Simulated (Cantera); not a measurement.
An isothermal, constant-pressure homogeneous reactor starts with 11.9 % N2O, 0.0607 % H2, 88.0 % N2, at 1198 K and 0.0120 bar.

Computed with Cantera and GRI-Mech 3.0 (53 species, 325 reactions). GRI-Mech 3.0 was tuned for natural gas; its chemistry of N2O as a main component is partial and can be far from experiment. Radical loss at walls, strong at low pressure, is not modelled. The mechanism lacks the step 2 NO + O2 → 2 NO2, which can matter for NO2 below about 1400 K. The temperature is held fixed by assumption; the heat of reaction is taken as removed at once.

### Question
Predict: x(N2O) at 10.0 s; x(H2) at 10.0 s; x(H2O) at 10.0 s; x(OH) at 10.0 s; x(HO2) at 10.0 s; x(NO) at 10.0 s.

### Answer
x(N2O) at 10.0 s: 0.110 (gas-phase equilibrium 9.19e-10)
x(H2) at 10.0 s: 3.49e-8 (gas-phase equilibrium 2.71e-10)
x(H2O) at 10.0 s: 0.000603 (gas-phase equilibrium 0.000573)
x(OH) at 10.0 s: 2.59e-6 (gas-phase equilibrium 4.80e-7)
x(HO2) at 10.0 s: 4.57e-8 (gas-phase equilibrium 1.22e-10)
x(NO) at 10.0 s: 0.000807 (gas-phase equilibrium 0.000109)
